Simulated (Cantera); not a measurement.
Mixture: CH4 : O2 : N2 = 1 : 0.952 : 5.81 (molar parts), at 5.00 bar, adiabatic and at constant volume. Ignition delay is the time to a rise of 400 K.

Detailed kinetics in Cantera: GRI-Mech 3.0 (53 species, 325 reactions).

Q: What does this change do: 0.056 parts H2 added?

A: 
```json
[
 {"quantity": "delay at 1000 K", "before": "0.389 s", "after": "70.4 ms"},
 {"quantity": "delay at 1200 K", "before": "22.2 ms", "after": "11.0 ms"},
 {"quantity": "delay at 1400 K", "before": "2.03 ms", "after": "1.45 ms"},
 {"quantity": "delay at 1600 K", "before": "0.248 ms", "after": "0.204 ms"},
 {"quantity": "delay at 1800 K", "before": "43.6 µs", "after": "39.4 µs"},
 {"quantity": "apparent activation energy between 1700 and 1900 K", "before": "200 kJ/mol", "after": "190 kJ/mol"}
]
```
